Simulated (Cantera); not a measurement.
A Cantera script and its output.

```python
import numpy as np
import cantera as ct

gas = ct.Solution("gri30.yaml")
gas.TPX = 1725, 1800000, {'CH4': 1, 'C2H6': 0.18, 'C3H8': 1.3, 'O2': 5.37, 'N2': 20.2, 'H2O': 1.4}
reactor = ct.IdealGasConstPressureReactor(gas, energy="on", clone=False)
net = ct.ReactorNet([reactor])
net.rtol, net.atol = 1e-08, 1e-16
show = ['CH4', 'C2H6', 'C3H8', 'CO2', 'C2H2']
times = np.geomspace(9e-06, 0.4, 11)

steps = ct.SolutionArray(gas, extra=["t"])
rows = []
print(f"{'t/s':>10s}{'T/K':>9s}{'P/Pa':>11s}" + "".join(f"{s:>11s}" for s in show))
for t in times:
    while net.time < t:
        t_next = net.step()
        steps.append(gas.state, t=t_next)
    rows.append([np.interp(t, steps.t, y) for y in (steps.T, steps.P, *steps(*show).X.T)])
    print(f"{t:10.3e}{rows[-1][0]:9.1f}{rows[-1][1]:11.4g}" + "".join(f"{x:11.3e}" for x in rows[-1][2:]))
rate = np.gradient(steps.T, steps.t)
print("integrator steps:", len(steps.t))
if steps.T.max() > steps.T[0] + 200:
    print(f"time of steepest temperature rise: {steps.t[rate.argmax()]:.4e} s")
gas.TPX = 1725, 1800000, {'CH4': 1, 'C2H6': 0.18, 'C3H8': 1.3, 'O2': 5.37, 'N2': 20.2, 'H2O': 1.4}
gas.equilibrate("HP")
print(f"equilibrium (HP): T = {gas.T:.1f} K  " + "  ".join(f"{s} {gas[s].X[0]:.3e}" for s in show))
```

Result:

```
       t/s      T/K       P/Pa        CH4       C2H6       C3H8        CO2       C2H2
 9.000e-06   2894.8    1.8e+06  1.824e-10  5.263e-20  2.138e-29  2.948e-02  7.156e-12
 2.624e-05   2896.9    1.8e+06  1.565e-10  1.365e-20  2.742e-30  2.946e-02  6.607e-13
 7.653e-05   2895.5    1.8e+06  1.588e-10  1.400e-20  2.841e-30  2.941e-02  6.691e-13
 2.231e-04   2893.8    1.8e+06  1.615e-10  1.443e-20  2.963e-30  2.934e-02  6.795e-13
 6.507e-04   2893.4    1.8e+06  1.621e-10  1.451e-20  2.988e-30  2.933e-02  6.816e-13
 1.897e-03   2893.4    1.8e+06  1.621e-10  1.451e-20  2.988e-30  2.933e-02  6.816e-13
 5.533e-03   2893.4    1.8e+06  1.621e-10  1.451e-20  2.988e-30  2.933e-02  6.816e-13
 1.613e-02   2893.4    1.8e+06  1.621e-10  1.451e-20  2.988e-30  2.933e-02  6.816e-13
 4.704e-02   2893.4    1.8e+06  1.621e-10  1.451e-20  2.988e-30  2.933e-02  6.816e-13
 1.372e-01   2893.4    1.8e+06  1.621e-10  1.451e-20  2.988e-30  2.933e-02  6.816e-13
 4.000e-01   2893.4    1.8e+06  1.621e-10  1.451e-20  2.988e-30  2.933e-02  6.816e-13
integrator steps: 1573
time of steepest temperature rise: 3.0614e-06 s
equilibrium (HP): T = 2893.4 K  CH4 1.829e-10  C2H6 1.789e-20  C3H8 3.953e-30  CO2 2.933e-02  C2H2 7.403e-13
```

Detailed kinetics in Cantera: GRI-Mech 3.0 (53 species, 325 reactions). GRI-Mech 3.0 was tuned for natural gas; its chemistry of propane as a main component is partial and can be far from experiment. The pressure lies above the range GRI-Mech 3.0 was tuned for (to about 10 atm).
